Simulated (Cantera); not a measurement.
An isothermal plug-flow reactor at 750 K and 3.55 atm (inlet), inlet velocity 2.3 m/s, active area per volume 390 1/m; feed 0.535 % H2, 2.23 % O2, 88.0 % N2, 9.24 % H2O.

Computed with Cantera and Deutschmann's 1995 Pt surface mechanism with GRI-Mech 3.0 gas chemistry. Catalytic surfaces can have several steady states; this one follows from the mechanism file's or the stated starting coverage. Mass transfer to the wall is taken as infinitely fast.

One state of this run: x H2 = 0.000728; x O2 = 0.0200; x H2O = 0.0973; θ free Pt = 0.0705; θ O* = 0.908; θ OH* = 0.0213. x: gas mole fraction; θ: surface coverage.

Question: Which value of z (m) does it belong to?
A) 0.0023
B) 0.0074
C) 0.00074
D) 0.013

Answer: A, 0.0023
